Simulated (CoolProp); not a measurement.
A single-stage vapour-compression cycle with ammonia: evaporating at 232.15 K (dew point), condensing at 253.15 K (bubble point), superheat 2 K, subcooling 2 K, compressor efficiency 0.6, no pressure losses. Each further row changes one setting.

Model: reference Helmholtz-energy equation of state, Gao 2020, in CoolProp.

```
case                              cooling COP  pressure ratio  discharge temperature (K)  refrigerating effect (kJ/kg)  volumetric capacity (kJ/m³)
--------------------------------  -----------  --------------  -------------------------  ----------------------------  ---------------------------
as stated                                6.03            2.80                      337.5                          1310                          795
evaporating temperature 237.15 K         8.28            2.15                      314.8                          1320                         1020
condensing temperature 248.15 K          8.08            2.23                      312.9                          1330                          809
subcooling 7 K                           6.13            2.80                      337.5                          1330                          809
superheat 12 K                           5.86            2.80                      351.9                          1330                          772
compressor efficiency 0.5                5.02            2.80                      357.0                          1310                          795
```
